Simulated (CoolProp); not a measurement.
Propyne along the isotherm 335.2 K: Z from the reference equation and from simpler models built on Tc = 402.7 K, pc = 5.658 MPa, ω = 0.204; each cubic takes its own stable root.

Values from CoolProp's reference Helmholtz-energy equation of state, Polt 1992. This equation is an older, rougher fit; its heat capacities, sound speeds and derivatives of the liquid may be far off and weren't checked against measurements.

```tsv
p (MPa)	phase	reference	van der Waals	Redlich-Kwong	Soave-Redlich-Kwong	Peng-Robinson
1.01	gas	0.8719	0.9110	0.8882	0.8815	0.8736
2.02	liquid	0.05289	0.8001	0.06199	0.05944	0.05240
3.03	liquid	0.07890	0.1289	0.09179	0.08830	0.07790
4.04	liquid	0.1047	0.1686	0.1210	0.1167	0.1030
5.05	liquid	0.1302	0.2074	0.1496	0.1446	0.1278
6.06	liquid	0.1555	0.2454	0.1778	0.1722	0.1523
7.07	liquid	0.1806	0.2827	0.2055	0.1994	0.1764
8.08	liquid	0.2055	0.3196	0.2329	0.2263	0.2004
9.09	liquid	0.2302	0.3559	0.2600	0.2529	0.2241
10.1	liquid	0.2548	0.3919	0.2867	0.2793	0.2475
11.1	liquid	0.2790	0.4271	0.3129	0.3051	0.2706
12.1	liquid	0.3030	0.4620	0.3389	0.3307	0.2934
13.1	liquid	0.3269	0.4966	0.3646	0.3562	0.3161
14.1	liquid	0.3506	0.5309	0.3901	0.3814	0.3386
```

At some of these states van der Waals gives the other phase, because its saturation line lies elsewhere.
